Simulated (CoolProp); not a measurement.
Computed with CoolProp (reference Helmholtz-energy equation of state, Fiedler 2023).

### Question
For tetrahydrofuran, give the phase and the cp (kJ/(kg K)) at 402 K and 0.101 MPa.

### Answer
- 402 K and 0.101 MPa: gas; cp 1.50
